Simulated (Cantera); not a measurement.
An adiabatic, constant-volume homogeneous reactor starts with C3H8 : O2 : N2 = 1 : 6.76 : 25.4 (molar parts), equivalence ratio 0.74, at 1575 K and 3750 Torr. Integrator tolerance rtol = 1e-08.

Model: GRI-Mech 3.0 (53 species, 325 reactions), integrated in Cantera. GRI-Mech 3.0 was tuned for natural gas; its chemistry of propane as a main component is partial and can be far from experiment.

Q: What does this change do: pressure from 3750 Torr to 323 Torr?

A: 
```json
[
 {"quantity": "time of steepest temperature rise", "before": "13.4 µs", "after": "70.2 µs"},
 {"quantity": "temperature at 1.00 s", "before": "2962 K", "after": "2772 K"},
 {"quantity": "equilibrium temperature", "before": "2962 K", "after": "2772 K"},
 {"quantity": "x(C3H8) at 1.00 s", "before": "<1e-12 (gas-phase equilibrium <1e-12)", "after": "<1e-12 (gas-phase equilibrium <1e-12)"},
 {"quantity": "x(O2) at 1.00 s", "before": "0.0479 (gas-phase equilibrium 0.0479)", "after": "0.0524 (gas-phase equilibrium 0.0524)"},
 {"quantity": "x(C2H6) at 1.00 s", "before": "<1e-12 (gas-phase equilibrium <1e-12)", "after": "<1e-12 (gas-phase equilibrium <1e-12)"},
 {"quantity": "x(CH3) at 1.00 s", "before": "<1e-12 (gas-phase equilibrium <1e-12)", "after": "<1e-12 (gas-phase equilibrium <1e-12)"},
 {"quantity": "x(CH2O) at 1.00 s", "before": "5.69e-10 (gas-phase equilibrium 5.69e-10)", "after": "9.32e-11 (gas-phase equilibrium 9.32e-11)"},
 {"quantity": "x(N2O) at 1.00 s", "before": "3.52e-6 (gas-phase equilibrium 3.52e-6)", "after": "8.01e-7 (gas-phase equilibrium 8.01e-7)"}
]
```

Q: What does this change do: constant pressure in place of constant volume?

A: 
```
quantity                                                              before                                      after
---------------------------------  -----------------------------------------  -----------------------------------------
time of steepest temperature rise                                    13.4 µs                                    14.9 µs
temperature at 1.00 s                                                 2962 K                                     2769 K
equilibrium temperature                                               2962 K                                     2769 K
x(C3H8) at 1.00 s                      <1e-12 (gas-phase equilibrium <1e-12)      <1e-12 (gas-phase equilibrium <1e-12)
x(O2) at 1.00 s                        0.0479 (gas-phase equilibrium 0.0479)      0.0482 (gas-phase equilibrium 0.0482)
x(C2H6) at 1.00 s                      <1e-12 (gas-phase equilibrium <1e-12)      <1e-12 (gas-phase equilibrium <1e-12)
x(CH3) at 1.00 s                       <1e-12 (gas-phase equilibrium <1e-12)      <1e-12 (gas-phase equilibrium <1e-12)
x(CH2O) at 1.00 s                  5.69e-10 (gas-phase equilibrium 5.69e-10)  1.50e-10 (gas-phase equilibrium 1.50e-10)
x(N2O) at 1.00 s                     3.52e-6 (gas-phase equilibrium 3.52e-6)    1.94e-6 (gas-phase equilibrium 1.94e-6)
```
